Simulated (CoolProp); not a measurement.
The fluid at 352.14 K and 9.66 MPa flows at 0.12 m/s in a round tube of 20 mm bore and 1.5 µm roughness, fully developed (64/Re and Nu = 3.66 if laminar; Colebrook and Gnielinski if turbulent). The same conditions are run with several fluids, on thermodynamics alone (safety and materials aside).

Model: reference Helmholtz-energy equation of state of each fluid (dry air: Lemmon 2000; R143a: Lemmon and Jacobsen 2000; sulfur hexafluoride: Guder 2009; R404A: Lemmon 2003; normal hydrogen: Leachman 2009), in CoolProp. Blends and air are pseudo-pure fits.

| fluid | Reynolds number | Darcy friction factor | pressure drop (Pa/m) | heat-transfer coefficient (W/(m² K)) | mass flow (kg/h) |
|---|---|---|---|---|---|
| dry air | ? | ? | 1.05 | ? | 12.8 |
| R143a | ? | 0.0250 | 7.12 | 330 | 107 |
| sulfur hexafluoride | 34800 | 0.0229 | ? | 331 | 146 |
| R404A | ? | 0.0248 | 7.90 | 334 | 120 |
| normal hydrogen | 1510 | 0.0424 | ? | 40.0 | 0.859 |

Task: What belongs in the gaps?

Result: 
- dry air, Reynolds number: 9990
- dry air, Darcy friction factor: 0.0310
- dry air, heat-transfer coefficient (W/(m² K)): 50.8
- R143a, Reynolds number: 23700
- sulfur hexafluoride, pressure drop (Pa/m): 8.87
- R404A, Reynolds number: 24600
- normal hydrogen, pressure drop (Pa/m): 0.0966

Transport values come from each fluid's own correlations; those of R143a are estimates that may be off by 10 % or more.
